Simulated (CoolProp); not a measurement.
Vapour-liquid equilibrium of acetone (1) + ethanol (2) at 0.417 MPa; x and y are mole fractions of (1).

Values from CoolProp's multi-fluid Helmholtz-energy mixture model, Lemmon 2006 and Schroeder 2014; pair parameters Bell 2016.

| x | bubble temperature, mixture model (K) | bubble temperature, Raoult's law (K) | y, mixture model | y, Raoult's law |
|---|---|---|---|---|
| 0.05 | 390.4 | 391.6 | 0.100 | 0.070 |
| 0.15 | 387.1 | 390.2 | 0.259 | 0.203 |
| 0.25 | 384.6 | 388.8 | [?] | 0.328 |
| 0.35 | [?] | 387.3 | 0.477 | 0.443 |
| 0.45 | 381.1 | 385.9 | 0.560 | 0.550 |
| 0.55 | 379.9 | 384.4 | 0.635 | 0.649 |
| 0.65 | [?] | 382.9 | 0.707 | 0.740 |
| 0.75 | 378.3 | 381.4 | 0.781 | 0.823 |
| 0.85 | [?] | 379.9 | 0.861 | 0.899 |
| 0.95 | 377.6 | 378.4 | 0.950 | 0.968 |

**Question.** What belongs in the gaps?

**Answer.** 
- 0.25, y, mixture model: 0.380
- 0.35, bubble temperature, mixture model (K): 382.6
- 0.65, bubble temperature, mixture model (K): 379.0
- 0.85, bubble temperature, mixture model (K): 377.8

The largest gap from Raoult's law is -4.8 K in bubble temperature, at x = 0.45. No azeotrope shows between x = 0.05 and 0.95.

Pair parameters are fitted to limited data, so mixtures are less certain than the pure fluids.
